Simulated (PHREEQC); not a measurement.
2.7 g of hydrous ferric oxide (600 m²/g; 0.2 weak and 0.005 strong sites per Fe, Dzombak-Morel constants, diffuse double layer) in 1 kg of water with 0.3 mol/kgw of an inert sodium salt, at 25 °C; the pH is set by adding NaOH or the inert anion's acid. Oxygen alone is held at its pressure in air (log pO2 = -0.68). CO2 from the air is kept out. Nothing may precipitate in this run.

Base run: PHREEQC, ion-association model, wateq4f.dat. Each further column changes one thing. The table gives surface charge σ (C/m²).

| pH | base | background salt from 0.3 to 0.03 mol/kgw | oxide from 2.7 to 14 g/kgw | 0.022 mol/kgw BaCl2 added |
|---|---|---|---|---|
| 4 | 0.349 | 0.274 | 0.350 | 0.352 |
| 4.38 | 0.328 | 0.230 | 0.329 | 0.334 |
| 4.75 | 0.296 | [?] | 0.297 | 0.304 |
| 5.5 | 0.211 | 0.112 | 0.212 | 0.222 |
| 5.88 | 0.167 | [?] | 0.168 | 0.179 |
| 6.25 | 0.129 | 0.060 | 0.129 | [?] |
| 6.62 | 0.096 | 0.042 | 0.096 | 0.107 |
| 7.38 | 0.041 | 0.017 | 0.041 | 0.050 |
| 7.75 | 0.020 | 0.008 | 0.020 | 0.027 |
| 8.12 | -0.001 | 0.000 | -0.001 | 0.008 |
| 8.5 | -0.021 | -0.008 | -0.021 | -0.007 |
| 9.25 | -0.068 | -0.029 | -0.069 | -0.018 |
| 9.62 | -0.097 | -0.043 | -0.098 | -0.020 |
| 10 | -0.132 | -0.062 | -0.132 | -0.021 |

Fill in the missing entries.


- 4.75, background salt from 0.3 to 0.03 mol/kgw: 0.186
- 5.88, background salt from 0.3 to 0.03 mol/kgw: 0.083
- 6.25, 0.022 mol/kgw BaCl2 added: 0.141
